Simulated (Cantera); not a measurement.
A perfectly stirred reactor is fed with H2 : O2 : N2 : H2O = 1 : 0.417 : 1.57 : 0.45 (molar parts), at 2.17 atm; it is adiabatic with a 625 K inlet, and is followed from long to short residence time, starting on the burning branch (τ in s: 0.072, 0.03, 0.012, 0.005, 0.002, 0.00084, 0.00034, 0.00014, 5.8e-05, 2.4e-05, 9.8e-06, 4e-06).

Computed with Cantera and GRI-Mech 3.0 (53 species, 325 reactions). The hydrogen kinetics of GRI-Mech 3.0 are dated; newer H2 mechanisms differ, most at raised pressure.

Question: What does this change do: pressure from 2.17 atm to 5.63 atm?

Answer: 
```json
[
 {"quantity": "blow-out, bracketed by the residence times tried", "before": "burning at 9.80 µs, out at 4.00 µs", "after": "burning at 4.00 µs, the shortest tried"},
 {"quantity": "x(H2) at τ = 72.0 ms", "before": "0.0558", "after": "0.0554"},
 {"quantity": "x(O2) at τ = 72.0 ms", "before": "0.000204", "after": "8.18e-5"},
 {"quantity": "x(H2O) at τ = 72.0 ms", "before": "0.421", "after": "0.423"},
 {"quantity": "x(NO) at τ = 72.0 ms", "before": "0.000271", "after": "0.000202"},
 {"quantity": "x(O) at τ = 72.0 ms", "before": "5.74e-5", "after": "2.14e-5"},
 {"quantity": "x(H2) at τ = 0.340 ms", "before": "0.0631", "after": "0.0586"},
 {"quantity": "x(O2) at τ = 0.340 ms", "before": "0.00436", "after": "0.00176"},
 {"quantity": "x(H2O) at τ = 0.340 ms", "before": "0.399", "after": "0.413"},
 {"quantity": "x(NO) at τ = 0.340 ms", "before": "4.34e-5", "after": "4.82e-5"},
 {"quantity": "x(O) at τ = 0.340 ms", "before": "0.00127", "after": "0.000328"}
]
```
